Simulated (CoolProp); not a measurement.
Saturation properties of chloromethane (R40) (Tc = 418.6 K, pc = 6.929 MPa, ω = 0.150).

Model: reference Helmholtz-energy equation of state, Thol 2014, in CoolProp.

| T (K) | p (MPa) | liquid density (kg/m³) | vapour density (kg/m³) | liquid cp (kJ/(kg K)) |
|---|---|---|---|---|
| 333.6 | 1.440 | 833.9 | 32.56 | 1.755 |
| 337.8 | 1.584 | 823.7 | 35.90 | 1.779 |
| 342 | 1.738 | 813.2 | 39.54 | 1.806 |
| 346.2 | 1.903 | 802.4 | 43.50 | 1.835 |
| 350.5 | 2.083 | 791.1 | 47.92 | 1.870 |
| 354.7 | 2.270 | 779.6 | 52.62 | 1.908 |
| 358.9 | 2.470 | 767.7 | 57.74 | 1.951 |
| 363.1 | 2.682 | 755.4 | 63.34 | 2.001 |

It boils at 249.2 K under 1 atm.
